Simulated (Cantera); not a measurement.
What does this Cantera script print?

```python
import numpy as np
import cantera as ct

gas = ct.Solution("h2o2.yaml")
gas.TPX = 700, 120000, {'H2': 1, 'O2': 0.23, 'N2': 1.11}
flame = ct.FreeFlame(gas, width=0.035)
flame.set_refine_criteria(ratio=3, slope=0.08, curve=0.16)
flame.transport_model = "mixture-averaged"
flame.solve(loglevel=0, auto=True)
z, T = flame.grid, flame.T
thick = (T[-1] - T[0]) / np.gradient(T, z).max()
show = ['H2', 'O2', 'H2O', 'O', 'HO2', 'H']
print(f"laminar burning velocity  {flame.velocity[0] * 100:.3f} cm/s")
print(f"burnt temperature         {T[-1]:.1f} K")
print(f"thermal thickness         {thick * 1e3:.4f} mm")
print(f"grid points               {len(z)}")
z0 = z[flame.heat_release_rate.argmax()]
print(f"{'z/mm':>9s}{'T/K':>9s}{'u/(m/s)':>9s}" + "".join(f"{s:>11s}" for s in show))
rows = []
for k in (-3, -2, -1.5, -1, -0.5, -0.25, 0, 0.25, 0.5, 1, 2, 4, 8):
    zz = z0 + k * thick
    rows.append([k * thick, np.interp(zz, z, T), np.interp(zz, z, flame.velocity),
                 *(np.interp(zz, z, flame.X[gas.species_index(s)]) for s in show)])
    print(f"{rows[-1][0] * 1e3:9.3f}{rows[-1][1]:9.1f}{rows[-1][2]:9.3f}" + "".join(f"{x:11.3e}" for x in rows[-1][3:]))
```

It prints:

```
laminar burning velocity  1007.933 cm/s
burnt temperature         2168.2 K
thermal thickness         0.4014 mm
grid points               145
     z/mm      T/K  u/(m/s)         H2         O2        H2O          O        HO2          H
   -1.204    700.0   10.079  4.274e-01  9.829e-02  2.861e-13  9.804e-16  1.369e-11  3.632e-14
   -0.803    700.0   10.079  4.274e-01  9.829e-02  4.654e-11  1.130e-12  8.295e-10  5.150e-11
   -0.602    700.0   10.079  4.273e-01  9.829e-02  1.717e-09  6.166e-11  2.961e-08  3.094e-09
   -0.401    700.1   10.080  4.273e-01  9.829e-02  5.943e-07  1.714e-08  3.394e-06  1.077e-06
   -0.201    724.9   10.396  4.234e-01  9.786e-02  1.498e-03  2.010e-05  1.904e-04  6.524e-04
   -0.100    893.3   12.599  3.957e-01  9.207e-02  1.765e-02  3.475e-04  1.300e-04  9.263e-03
    0.000   1238.1   17.045  3.064e-01  5.856e-02  8.905e-02  2.653e-03  6.039e-05  4.632e-02
    0.100   1488.0   20.293  2.271e-01  1.484e-02  1.741e-01  2.603e-03  1.507e-05  7.784e-02
    0.201   1596.7   21.658  2.099e-01  2.675e-03  1.993e-01  1.348e-03  2.612e-06  8.011e-02
    0.401   1700.3   22.903  2.137e-01  4.641e-04  2.052e-01  9.036e-04  4.568e-07  6.933e-02
    0.803   1807.7   24.159  2.226e-01  2.681e-04  2.075e-01  6.474e-04  2.660e-07  5.461e-02
    1.605   1910.2   25.328  2.313e-01  1.583e-04  2.100e-01  3.957e-04  1.634e-07  4.007e-02
    3.211   1998.8   26.317  2.388e-01  7.878e-05  2.125e-01  2.021e-04  8.928e-08  2.730e-02
```

Cantera simulation using the H2/O2 subset of GRI-Mech 3.0, which has no nitrogen chemistry; the numbers are that mechanism's predictions, not measurements. Burning velocities carry a grid error of a few per cent, more on coarse grids.
